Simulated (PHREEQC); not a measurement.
NaOH is added in steps, without added water, to 1 kg of water holding 0.078 mol ZnSO4 and 4.2e-05 mol NaCl, at 25 °C. O2 is buffered at 0.21 atm. The system is closed to CO2. The run lets Zn(OH)2-e, Zn4(OH)6SO4, Zn5(OH)8Cl2, Halite, Mirabilite, Goslarite precipitate or redissolve, and no other solid.

Base run: PHREEQC, ion-association model, wateq4f.dat. Each further column changes one thing. The table gives pH.

```csv
NaOH added (mol),base,Debye-Hückel limiting law,Davies equation for every ion,metal-ligand complexes left out
0,5.55,5.69,5.57,5.54
0.01417,6.35,6.62,6.36,6.15
0.02833,6.40,6.64,6.41,6.19
0.04958,6.49,6.69,6.50,6.27
0.06375,6.56,6.75,6.57,6.33
0.07792,6.66,6.82,6.67,6.41
0.09208,6.80,6.94,6.81,6.54
0.1062,7.05,7.17,7.07,6.77
0.1204,7.91,7.75,7.91,7.93
0.1417,7.93,7.75,7.94,7.96
0.1558,8.28,8.33,8.29,8.05
0.17,11.99,11.90,12.02,11.99
```
